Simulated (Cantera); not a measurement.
## Gas-phase reforming

An isothermal, constant-pressure homogeneous reactor starts with CH4 : H2O = 1 : 0.51 (molar parts), at 1750 K and 6680 Torr.

Detailed kinetics in Cantera: GRI-Mech 3.0 (53 species, 325 reactions). GRI-Mech 3.0 stops at C3 and has no aromatics, soot or wall deposition, so with more carbon than oxygen in the feed, carbon stays in small species such as C2H2 where larger ones or solid carbon would form.

| t (s) | x CH4 | x H2O | x H | x OH | x CH2 | x CO | x CO2 |
|---|---|---|---|---|---|---|---|
| 2.00e-5 | 0.652 | 0.337 | 2.21e-6 | 1.92e-6 | 1.21e-7 | 2.77e-6 | 7.27e-10 |
| 0.000125 | 0.578 | 0.327 | 1.07e-5 | 2.49e-6 | 2.00e-7 | 0.000201 | 5.86e-7 |
| 0.000787 | 0.350 | 0.276 | 3.09e-5 | 1.76e-6 | 1.13e-7 | 0.00160 | 2.98e-5 |
| 0.00493 | 0.140 | 0.222 | 5.14e-5 | 1.40e-6 | 8.02e-8 | 0.00985 | 0.000627 |
| 0.0309 | 0.106 | 0.160 | 5.83e-5 | 9.92e-7 | 5.54e-8 | 0.0502 | 0.00384 |
| 0.194 | 0.0969 | 0.0563 | 6.25e-5 | 3.25e-7 | 2.65e-8 | 0.134 | 0.00332 |
| 1.22 | 0.0846 | 0.00236 | 6.49e-5 | 1.31e-8 | 1.68e-8 | 0.182 | 0.000175 |
| 7.63 | 0.0839 | 1.81e-5 | 6.50e-5 | 1.00e-10 | 1.65e-8 | 0.184 | 1.34e-6 |
| 47.8 | 0.0839 | 1.81e-5 | 6.50e-5 | 1.00e-10 | 1.65e-8 | 0.184 | 1.34e-6 |
| 300 | 0.0839 | 1.81e-5 | 6.50e-5 | 1.00e-10 | 1.65e-8 | 0.184 | 1.34e-6 |
x: mole fraction; the columns are a selection and need not sum to one.

Equilibrium at this temperature and pressure: CH4 0.0839, H2O 1.84e-5, H 6.50e-5, OH 1.02e-10, CH2 1.65e-8, CO 0.184, CO2 1.37e-6 (gas phase only).
